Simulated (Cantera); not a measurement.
An adiabatic, constant-pressure homogeneous reactor starts with CO : H₂ : O₂ : N₂ = 1 : 1.1 : 0.875 : 3.41 (molar parts), equivalence ratio 1.2, at 1300 K and 1000000 Pa. Integrator tolerance rtol = 1e-08.

Computed with Cantera and GRI-Mech 3.0 (53 species, 325 reactions). The hydrogen kinetics of GRI-Mech 3.0 are dated; newer H2 mechanisms differ, most at raised pressure.

Q: What does this change do: initial temperature 1300 to 1773 K?

A: 
| quantity | before | after |
|---|---|---|
| time of steepest temperature rise | 5.78 µs | 0.798 µs |
| temperature at 9.00 s | 2916 K | 3095 K |
| equilibrium temperature | 2916 K | 3095 K |
| x(CO) at 9.00 s | 0.0781 (gas-phase equilibrium 0.0781) | 0.0938 (gas-phase equilibrium 0.0938) |
| x(H₂) at 9.00 s | 0.0182 (gas-phase equilibrium 0.0182) | 0.0234 (gas-phase equilibrium 0.0234) |
| x(O₂) at 9.00 s | 0.00950 (gas-phase equilibrium 0.00950) | 0.0156 (gas-phase equilibrium 0.0156) |
| x(NO) at 9.00 s | 0.00800 (gas-phase equilibrium 0.00800) | 0.0126 (gas-phase equilibrium 0.0126) |
| x(H₂O₂) at 9.00 s | 7.80e-7 (gas-phase equilibrium 7.80e-7) | 1.18e-6 (gas-phase equilibrium 1.18e-6) |
| x(H) at 9.00 s | 0.00521 (gas-phase equilibrium 0.00521) | 0.0102 (gas-phase equilibrium 0.0102) |
| x(H₂O) at 9.00 s | 0.166 (gas-phase equilibrium 0.166) | 0.150 (gas-phase equilibrium 0.150) |
Above 3000 K some thermodynamic fits are extrapolated.

Q: What does this change do: initial temperature 1300 to 950 K?

A: 
```csv
quantity,before,after
time of steepest temperature rise,5.78 µs,14.2 ms
temperature at 9.00 s,2916 K,2766 K
equilibrium temperature,2916 K,2766 K
x(CO) at 9.00 s,0.0781 (gas-phase equilibrium 0.0781),0.0664 (gas-phase equilibrium 0.0664)
x(H₂) at 9.00 s,0.0182 (gas-phase equilibrium 0.0182),0.0151 (gas-phase equilibrium 0.0151)
x(O₂) at 9.00 s,0.00950 (gas-phase equilibrium 0.00950),0.00500 (gas-phase equilibrium 0.00500)
x(NO) at 9.00 s,0.00800 (gas-phase equilibrium 0.00800),0.00477 (gas-phase equilibrium 0.00477)
x(H₂O₂) at 9.00 s,7.80e-7 (gas-phase equilibrium 7.80e-7),4.65e-7 (gas-phase equilibrium 4.65e-7)
x(H) at 9.00 s,0.00521 (gas-phase equilibrium 0.00521),0.00284 (gas-phase equilibrium 0.00284)
x(H₂O) at 9.00 s,0.166 (gas-phase equilibrium 0.166),0.176 (gas-phase equilibrium 0.176)
```

Q: What does this change do: constant volume in place of constant pressure?

A: 
| quantity | before | after |
|---|---|---|
| time of steepest temperature rise | 5.78 µs | 5.58 µs |
| temperature at 9.00 s | 2916 K | 3117 K |
| equilibrium temperature | 2916 K | 3117 K |
| x(CO) at 9.00 s | 0.0781 (gas-phase equilibrium 0.0781) | 0.0869 (gas-phase equilibrium 0.0869) |
| x(H₂) at 9.00 s | 0.0182 (gas-phase equilibrium 0.0182) | 0.0205 (gas-phase equilibrium 0.0205) |
| x(O₂) at 9.00 s | 0.00950 (gas-phase equilibrium 0.00950) | 0.0122 (gas-phase equilibrium 0.0122) |
| x(NO) at 9.00 s | 0.00800 (gas-phase equilibrium 0.00800) | 0.0115 (gas-phase equilibrium 0.0115) |
| x(H₂O₂) at 9.00 s | 7.80e-7 (gas-phase equilibrium 7.80e-7) | 1.67e-6 (gas-phase equilibrium 1.67e-6) |
| x(H) at 9.00 s | 0.00521 (gas-phase equilibrium 0.00521) | 0.00695 (gas-phase equilibrium 0.00695) |
| x(H₂O) at 9.00 s | 0.166 (gas-phase equilibrium 0.166) | 0.159 (gas-phase equilibrium 0.159) |
Above 3000 K some thermodynamic fits are extrapolated.
